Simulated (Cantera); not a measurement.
An adiabatic, constant-pressure homogeneous reactor starts with CH3OH : O2 : N2 : H2O = 1 : 1 : 11 : 3.4 (molar parts), equivalence ratio 1.5, at 1450 K and 1000000 Pa.

Computed with Cantera and GRI-Mech 3.0 (53 species, 325 reactions). GRI-Mech 3.0 was tuned for natural gas; its chemistry of methanol as a main component is partial and can be far from experiment.

### Question
Predict: time of steepest temperature rise; temperature at 4.00 s; equilibrium temperature; x(O2) at 4.00 s; x(H2O) at 4.00 s; x(H) at 4.00 s; x(NO) at 4.00 s.

### Answer
- time of steepest temperature rise = 48.7 µs
- temperature at 4.00 s = 2042 K
- equilibrium temperature = 2042 K
- x(O2) at 4.00 s = 9.39e-7 (gas-phase equilibrium 9.39e-7)
- x(H2O) at 4.00 s = 0.275 (gas-phase equilibrium 0.275)
- x(H) at 4.00 s = 0.000130 (gas-phase equilibrium 0.000130)
- x(NO) at 4.00 s = 1.63e-5 (gas-phase equilibrium 1.63e-5)
